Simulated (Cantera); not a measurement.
A closed system holds: 1 mol Al(CH3)3, 0.52 mol H2O, 130 mol N2, at 1898.15 K and 22.0 mbar.

Cantera equilibrium calculation (NASA polynomials, part measured and part estimated; ideal gas, pure solids and liquids). The feed counts by its element totals alone. The numbers say what is thermodynamically allowed, not how fast it happens.

```tsv
species	before	after
N2	0.957	0.846
H2O	<1e-9	0.0706
H2	0.0357	0.0622
CO	0.00384	0.0154
Al	0.000838	<1e-9
CO2	<1e-9	0.00415
HCN	0.00178	<1e-9
OH	<1e-9	0.000122
HNC	8.35e-5	<1e-9
C2H2 (acetylene)	1.34e-5	<1e-9
NO	<1e-9	1.27e-5
AlN(s), mol	0.885	0
C(graphite), mol	2.22	0
Al2O3(s), mol	0	0.500
```
Gas species are given as mole fractions.

### Question
Which change was made?
A. H2O from 0.52 to 16 mol
B. temperature from 1898.15 K to 600 K
C. temperature from 1898.15 K to 1448 K
D. temperature from 1898.15 K to 975 K

### Answer
A, H2O from 0.52 to 16 mol
